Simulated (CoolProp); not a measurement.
CF4 (R14) along the isotherm 10.25 °C: Z from the reference equation and from simpler models built on Tc = -45.8 °C, pc = 37.62 bar, ω = 0.178; each cubic takes its own stable root.

Model: reference Helmholtz-energy equation of state, Platzer 1990, in CoolProp. This equation is an older, rougher fit; its heat capacities, sound speeds and derivatives of the liquid may be far off and weren't checked against measurements.

```csv
p (bar),phase,reference,van der Waals,Soave-Redlich-Kwong
5.88,gas,0.9739,0.9727,0.9750
11.8,gas,0.9474,0.9442,0.9496
17.6,gas,0.9212,0.9152,0.9245
23.5,gas,0.8945,0.8844,0.8990
29.4,gas,0.8677,0.8522,0.8735
35.3,gas,0.8408,0.8186,0.8481
41.2,supercritical,0.8140,0.7834,0.8231
47,supercritical,0.7877,0.7474,0.7991
52.9,supercritical,0.7615,0.7100,0.7756
58.8,supercritical,0.7360,0.6728,0.7534
64.7,supercritical,0.7117,0.6386,0.7331
70.5,supercritical,0.6896,0.6114,0.7153
76.4,supercritical,0.6696,0.5930,0.6998
82.3,supercritical,0.6526,0.5844,0.6875
88.2,supercritical,0.6392,0.5837,0.6782
94.1,supercritical,0.6296,0.5886,0.6721
```
